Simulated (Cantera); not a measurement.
A Cantera script and what it prints.

```python
import numpy as np
import cantera as ct

gas_names = [...]  # 92 gases of nasa_gas.yaml made of C, H, N
cond_names = """
    C(gr) C6H6(L) C7H8(L) C8H18(L),n-octa
""".split()


# ... load() reads the species with a 1 bar reference pressure and builds the phases ...
atoms = {
    'C2H4': {'C': 2, 'H': 4},
    'NH3': {'N': 1, 'H': 3},
}
top_T = {'C(gr)': 4500}  # K; cautious upper limits of use, not melting points


# ... equilibrate(T, P, feed) seeds the gas with the atoms and calls Mixture.equilibrate('TP', solver="vcs", rtol=1e-11, max_steps=5000) ...
results = []
feed = {'C2H4': 1, 'NH3': 0.45}  # mol
T = 1700  # K
for P in [10, 56, 320, 1800, 10000, 56000, 320000, 1800000, 10000000]:
    mix = equilibrate(T, P, feed)
    results.append((T, P, feed, dict(zip(mix.species_names, mix.species_moles))))

top = {s: max(r[3][s] / sum(r[3][g] for g in gas_names) for r in results) for s in gas_names}
cols = sorted((s for s in top if top[s] > 1e-05), key=lambda s: -top[s])[:7]
seen = [c for c in cond_names if any(r[3].get(c, 0) > 1e-12 for r in results)]
print("log10 of partial pressures in bar; condensed amounts in mol")
print(f"{'P/Pa':>10s}" + "".join(f"{s[:9]:>10s}" for s in cols + seen))
for T, P, feed, n in results:
    ng = sum(n[g] for g in gas_names)
    print(f"{P:10.4g}" + "".join(f"{np.log10(max(n[s] / ng * P / 1e5, 1e-99)):10.3f}" for s in cols)
          + "".join(f"{n.get(c, 0):10.4g}" for c in seen))
```

It prints:

```
log10 of partial pressures in bar; condensed amounts in mol
      P/Pa        H2        N2       CH4         H       HCN       NH3      C2H4     C(gr)
        10    -4.042    -5.116   -11.044    -5.853    -7.015   -13.060   -13.530     1.997
        56    -3.290    -4.366    -9.540    -5.477    -6.264   -11.557   -12.026     1.997
       320    -2.531    -3.608    -8.023    -5.097    -5.506   -10.040   -10.509     1.997
      1800    -1.781    -2.858    -6.522    -4.722    -4.755    -8.539    -9.007     1.997
     1e+04    -1.036    -2.113    -5.032    -4.349    -4.011    -7.049    -7.518     1.996
   5.6e+04    -0.288    -1.365    -3.535    -3.975    -3.262    -5.553    -6.021     1.995
   3.2e+05     0.468    -0.607    -2.024    -3.598    -2.505    -4.040    -4.510     1.988
   1.8e+06     1.212     0.149    -0.537    -3.226    -1.756    -2.547    -3.023      1.95
     1e+07     1.923     0.918     0.886    -2.870    -1.016    -1.095    -1.600     1.788
```

Method: chemical equilibrium by Gibbs-energy minimisation in Cantera with the NASA 1993 tables (ideal gas, pure condensed phases). The ideal-gas law is rough above about 30 bar.
